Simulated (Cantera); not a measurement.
A closed system holds: 1 mol SiCl₄, 2.1 mol N₂O, a varied amount of H₂, held at 898.15 K and 6.00 mbar.

These are equilibrium values from Cantera (NASA tables, ideal gas, pure condensed phases), not measurements of a reactor. Candidate condensed phases: H₂O, NH₄Cl, Si, SiO₂, Si₂N₂O, Si₃N₄; 47 gas species. Rates play no part.

x: gas mole fraction; n: condensed amount in mol.

```json
[
 {"n(H₂) (mol)": "0.11", "x HCl": "0.0516", "x N₂": "0.493", "x Cl₂": "0.443", "x H₂": "<1e-12", "x H₂O": "3.80e-5", "x O₂": "0.0117", "n SiO₂(β-quartz)": "1.00"},
 {"n(H₂) (mol)": "0.17", "x HCl": "0.0785", "x N₂": "0.486", "x Cl₂": "0.423", "x H₂": "<1e-12", "x H₂O": "9.16e-5", "x O₂": "0.0115", "n SiO₂(β-quartz)": "1.00"},
 {"n(H₂) (mol)": "0.27", "x HCl": "(withheld)", "x N₂": "0.475", "x Cl₂": "(withheld)", "x H₂": "<1e-12", "x H₂O": "(withheld)", "x O₂": "0.0112", "n SiO₂(β-quartz)": "1.00"},
 {"n(H₂) (mol)": "0.43", "x HCl": "(withheld)", "x N₂": "0.459", "x Cl₂": "(withheld)", "x H₂": "<1e-12", "x H₂O": "(withheld)", "x O₂": "0.0106", "n SiO₂(β-quartz)": "1.00"},
 {"n(H₂) (mol)": "0.68", "x HCl": "0.279", "x N₂": "0.435", "x Cl₂": "0.275", "x H₂": "<1e-12", "x H₂O": "0.00162", "x O₂": "0.00955", "n SiO₂(β-quartz)": "1.00"},
 {"n(H₂) (mol)": "1.1", "x HCl": "0.410", "x N₂": "0.401", "x Cl₂": "0.176", "x H₂": "2.16e-12", "x H₂O": "0.00474", "x O₂": "0.00717", "n SiO₂(β-quartz)": "1.00"},
 {"n(H₂) (mol)": "1.7", "x HCl": "0.559", "x N₂": "0.361", "x Cl₂": "0.0645", "x H₂": "1.10e-11", "x H₂O": "0.0130", "x O₂": "0.00210", "n SiO₂(β-quartz)": "1.00"},
 {"n(H₂) (mol)": "2.7", "x HCl": "0.588", "x N₂": "0.309", "x Cl₂": "8.87e-12", "x H₂": "0.0882", "x H₂O": "0.0147", "x O₂": "<1e-12", "n SiO₂(β-quartz)": "1.00"},
 {"n(H₂) (mol)": "4.2", "x HCl": "0.482", "x N₂": "0.253", "x Cl₂": "2.08e-12", "x H₂": "0.253", "x H₂O": "0.0120", "x O₂": "<1e-12", "n SiO₂(β-quartz)": "1.00"},
 {"n(H₂) (mol)": "6.7", "x HCl": "0.370", "x N₂": "0.194", "x Cl₂": "<1e-12", "x H₂": "0.426", "x H₂O": "0.00926", "x O₂": "<1e-12", "n SiO₂(β-quartz)": "1.00"}
]
```

Task: Some entries are withheld; supply them.

Result: 
- 0.43, x HCl: 0.187
- 0.43, x Cl₂: 0.343
- 0.43, x H₂O: 0.000612
- 0.27, x HCl: 0.122
- 0.27, x Cl₂: 0.391
- 0.27, x H₂O: 0.000235
